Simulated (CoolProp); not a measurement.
Properties of toluene along the isobar 22.4 bar.

Model: reference Helmholtz-energy equation of state, Lemmon 2006, in CoolProp. It is a short technical equation, of lower accuracy than the large ones.

| T (K) | phase | cp (kJ/(kg K)) | cv (kJ/(kg K)) | expansivity (1/kK) | viscosity (µPa s) | conductivity (mW/(m K)) |
|---|---|---|---|---|---|---|
| 528.2 | liquid | 2.716 | 1.971 | 3.367 | 96.3 | 80.1 |
| 534.2 | liquid | 2.782 | 1.990 | 3.742 | 91.4 | 79.2 |
| 540.1 | liquid | 2.864 | 2.010 | 4.234 | 86.5 | 78.4 |
| 546 | gas | 2.668 | 2.030 | 8.399 | 13.3 | 38.5 |
| 551.9 | gas | 2.570 | 2.033 | 7.200 | 13.4 | 38.6 |
| 557.9 | gas | 2.506 | 2.038 | 6.345 | 13.5 | 38.8 |
| 563.8 | gas | 2.462 | 2.045 | 5.717 | 13.6 | 39.2 |
| 569.7 | gas | 2.431 | 2.053 | 5.225 | 13.7 | 39.7 |
| 575.6 | gas | 2.410 | 2.062 | 4.827 | 13.8 | 40.2 |
| 581.6 | gas | 2.394 | 2.072 | 4.493 | 14.0 | 40.7 |
| 587.5 | gas | 2.383 | 2.082 | 4.216 | 14.1 | 41.3 |
| 593.4 | gas | 2.376 | 2.092 | 3.978 | 14.2 | 41.9 |
| 599.3 | gas | 2.372 | 2.103 | 3.771 | 14.3 | 42.5 |
| 605.3 | gas | 2.370 | 2.114 | 3.587 | 14.4 | 43.2 |
| 611.2 | gas | 2.370 | 2.126 | 3.426 | 14.6 | 43.8 |

Viscosity comes from a separate model (Avgeri 2015). Thermal conductivity comes from a separate model (Assael 2012).
